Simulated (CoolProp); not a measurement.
A single-stage vapour-compression cycle with hydrogen sulfide: evaporating at 227.15 K (dew point), condensing at 262.15 K (bubble point), superheat 5 K, subcooling 2 K, compressor efficiency 0.7, no pressure losses. Each further row changes one setting.

The numbers come from the reference Helmholtz-energy equation of state, Lemmon 2006 in CoolProp. It is a short technical equation, of lower accuracy than the large ones.

```json
[
 {"case": "as stated", "cooling COP": "3.88", "pressure ratio": "3.71", "discharge temperature (K)": "355.1", "refrigerating effect (kJ/kg)": "468", "volumetric capacity (kJ/m³)": "1700"},
 {"case": "evaporating temperature 232.15 K", "cooling COP": "4.73", "pressure ratio": "2.99", "discharge temperature (K)": "339.2", "refrigerating effect (kJ/kg)": "471", "volumetric capacity (kJ/m³)": "2090"},
 {"case": "condensing temperature 257.15 K", "cooling COP": "4.63", "pressure ratio": "3.15", "discharge temperature (K)": "337.7", "refrigerating effect (kJ/kg)": "478", "volumetric capacity (kJ/m³)": "1740"},
 {"case": "subcooling 7 K", "cooling COP": "3.97", "pressure ratio": "3.71", "discharge temperature (K)": "355.1", "refrigerating effect (kJ/kg)": "478", "volumetric capacity (kJ/m³)": "1740"},
 {"case": "superheat 15 K", "cooling COP": "3.79", "pressure ratio": "3.71", "discharge temperature (K)": "370.2", "refrigerating effect (kJ/kg)": "478", "volumetric capacity (kJ/m³)": "1660"},
 {"case": "compressor efficiency 0.6", "cooling COP": "3.33", "pressure ratio": "3.71", "discharge temperature (K)": "373.7", "refrigerating effect (kJ/kg)": "468", "volumetric capacity (kJ/m³)": "1700"}
]
```
